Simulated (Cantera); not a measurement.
## Ammonia decomposition in nitride growth gas

An isothermal, constant-pressure homogeneous reactor starts with 43.5 % NH₃, 56.5 % H₂, at 1848 K and 100000 Pa.

Model: the gas-phase N/H chemistry of the illustrative SiF4/NH3 mechanism in the Surface Chemkin manual (1991), integrated in Cantera. Walls and surfaces, which speed up NH3 decomposition in real reactors, are not modelled.

```json
[
 {"t (s)": "4.00e-6", "x NH₃": "0.435", "x H₂": "0.565", "x N₂H₂": "4.59e-11", "x NH₂": "4.15e-6", "x H": "2.01e-6", "x N": "<1e-12"},
 {"t (s)": "1.75e-5", "x NH₃": "0.435", "x H₂": "0.565", "x N₂H₂": "1.60e-9", "x NH₂": "1.82e-5", "x H": "8.71e-6", "x N": "2.88e-11"},
 {"t (s)": "7.68e-5", "x NH₃": "0.435", "x H₂": "0.565", "x N₂H₂": "4.10e-8", "x NH₂": "7.90e-5", "x H": "3.76e-5", "x N": "2.52e-9"},
 {"t (s)": "0.000336", "x NH₃": "0.434", "x H₂": "0.565", "x N₂H₂": "6.47e-7", "x NH₂": "0.000260", "x H": "0.000124", "x N": "8.62e-8"},
 {"t (s)": "0.00147", "x NH₃": "0.432", "x H₂": "0.567", "x N₂H₂": "9.54e-7", "x NH₂": "0.000305", "x H": "0.000146", "x N": "1.39e-7"},
 {"t (s)": "0.00646", "x NH₃": "0.423", "x H₂": "0.573", "x N₂H₂": "9.24e-7", "x NH₂": "0.000300", "x H": "0.000149", "x N": "1.39e-7"},
 {"t (s)": "0.0283", "x NH₃": "0.385", "x H₂": "0.597", "x N₂H₂": "8.07e-7", "x NH₂": "0.000282", "x H": "0.000160", "x N": "1.40e-7"},
 {"t (s)": "0.124", "x NH₃": "0.267", "x H₂": "0.674", "x N₂H₂": "4.78e-7", "x NH₂": "0.000218", "x H": "0.000201", "x N": "1.39e-7"},
 {"t (s)": "0.543", "x NH₃": "0.0849", "x H₂": "0.793", "x N₂H₂": "9.31e-8", "x NH₂": "9.33e-5", "x H": "0.000319", "x N": "1.12e-7"},
 {"t (s)": "2.38", "x NH₃": "0.0108", "x H₂": "0.841", "x N₂H₂": "3.20e-9", "x NH₂": "1.62e-5", "x H": "0.000459", "x N": "3.67e-8"},
 {"t (s)": "10.4", "x NH₃": "0.00169", "x H₂": "0.847", "x N₂H₂": "8.96e-11", "x NH₂": "2.66e-6", "x H": "0.000489", "x N": "6.80e-9"},
 {"t (s)": "45.7", "x NH₃": "0.000349", "x H₂": "0.848", "x N₂H₂": "3.99e-12", "x NH₂": "5.53e-7", "x H": "0.000491", "x N": "1.42e-9"},
 {"t (s)": "200", "x NH₃": "7.81e-5", "x H₂": "0.848", "x N₂H₂": "<1e-12", "x NH₂": "1.24e-7", "x H": "0.000491", "x N": "3.18e-10"}
]
```
x: mole fraction; the columns are a selection and need not sum to one.

Equilibrium at this temperature and pressure: NH₃ 7.99e-6, H₂ 0.848, N₂H₂ <1e-12, NH₂ 1.27e-8, H 0.000491, N 3.26e-11 (gas phase only).
